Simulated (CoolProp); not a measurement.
Saturation properties of cis-2-butene (Tc = 435.8 K, pc = 4236 kPa, ω = 0.202).

The numbers come from the reference Helmholtz-energy equation of state, Lemmon 2005 in CoolProp. It is a short technical equation, of lower accuracy than the large ones.

```tsv
T (K)	p (kPa)	enthalpy of vaporisation (kJ/kg)	vapour Z	surface tension (mN/m)
224.2	7.722	462.2	0.9931	24.0
251.6	34.47	437.9	___	20.2
279.1	___	___	0.9568	16.5
306.5	277.3	383.5	0.9197	13.0
334	591.5	350.5	0.8664	9.64
361.4	___	310.7	0.7939	___
388.8	1915	___	0.6955	3.68
416.3	3093	___	___	1.23
```

Task: Some entries are withheld; supply them.

Result: 
- 251.6, vapour Z: 0.9804
- 279.1, p (kPa): 110.2
- 279.1, enthalpy of vaporisation (kJ/kg): 412.0
- 361.4, p (kPa): 1113
- 361.4, surface tension (mN/m): 6.52
- 388.8, enthalpy of vaporisation (kJ/kg): 259.3
- 416.3, enthalpy of vaporisation (kJ/kg): 182.3
- 416.3, vapour Z: 0.5510

It boils at 276.9 K under 1 atm.

Surface tension comes from a separate correlation (Mulero 2014).
